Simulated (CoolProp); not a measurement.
Vapour-liquid equilibrium of propane (1) + dimethyl ether (2) at 257.5 K; x and y are mole fractions of (1).

Values from CoolProp's multi-fluid Helmholtz-energy mixture model, Lemmon 2009 and Wu 2011; pair parameters Bell 2016.

| x | bubble pressure, mixture model (MPa) | bubble pressure, Raoult's law (MPa) | y, mixture model | y, Raoult's law |
|---|---|---|---|---|
| 0.05 | 0.1665 | 0.1552 | 0.147 | 0.092 |
| 0.2 | 0.2081 | 0.1757 | 0.404 | 0.325 |
| 0.35 | 0.2362 | 0.1962 | 0.546 | 0.509 |
| 0.5 | 0.2560 | 0.2168 | 0.649 | 0.658 |
| 0.65 | 0.2704 | 0.2373 | 0.739 | 0.781 |
| 0.8 | 0.2803 | 0.2578 | 0.834 | 0.885 |
| 0.95 | 0.2852 | 0.2783 | 0.952 | 0.973 |

The largest gap from Raoult's law is +20.4 % in bubble pressure, at x = 0.35. No azeotrope shows between x = 0.05 and 0.95.

The pair parameters rest on a limited set of measurements; away from them the model extrapolates.
